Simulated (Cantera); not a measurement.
Gas mixture: NO = 0.9 (molar parts), at 430000 Pa, frozen composition.

Cantera's kinetic-theory transport with the Lennard-Jones parameters of GRI-Mech 3.0, ideal gas; thermal conductivity in the multicomponent form. The composition is frozen, though it would react at the higher temperatures.

One state of this run: ρ (kg/m³) = 2.22; cp (J/kg/K) = 1067; μ (µPa s) = 34.0; λ (mW/m/K) = 51.2; Pr = 0.708; D (cm²/s) N₂ = 0.207; D (cm²/s) OH = 0.314; D (cm²/s) NO = 41.9. D: mixture-averaged diffusion coefficient of that species in the mixture.

Which value of T (K) does it belong to?
A) 850
B) 1150
C) 700
D) 550

C, 700
